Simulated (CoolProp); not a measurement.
Vapour pressure (MPa) of ammonia: the reference equation beside estimates from Tc = 132.4 °C, pc = 11.36 MPa, ω = 0.256.

The numbers come from the reference Helmholtz-energy equation of state, Gao 2020 in CoolProp.

```tsv
T (°C)	reference	Lee-Kesler	van der Waals	Redlich-Kwong	Soave-Redlich-Kwong
33.95	1.310	1.321	3.362	1.865	1.322
37.05	1.431	1.444	3.527	2.013	1.446
40.15	1.561	1.575	___	2.168	1.579
43.25	1.700	1.716	3.875	2.331	1.721
46.35	___	1.865	4.056	2.503	1.872
49.45	2.004	___	4.242	___	2.032
52.55	2.171	2.192	4.434	2.872	2.203
55.55	2.342	2.364	4.625	3.064	2.378
58.65	2.529	2.552	4.828	3.270	2.569
61.75	2.728	2.752	___	3.487	2.772
64.85	2.938	2.962	5.250	3.713	2.987
67.95	3.159	3.184	5.469	3.948	3.213
71.05	3.393	3.418	5.694	4.194	3.452
74.15	___	3.665	5.925	4.449	3.703
```

Problem. Complete the blanks.

Solution. 
- 40.15, van der Waals: 3.698
- 46.35, reference: 1.847
- 49.45, Lee-Kesler: 2.023
- 49.45, Redlich-Kwong: 2.683
- 61.75, van der Waals: 5.036
- 74.15, reference: 3.640

Absolute difference from the reference over all 14 rows, mean and median: Lee-Kesler 0.9 and 0.9 %, van der Waals 104.2 and 100.9 %, Redlich-Kwong 31.8 and 31.6 %, Soave-Redlich-Kwong 1.4 and 1.5 %.
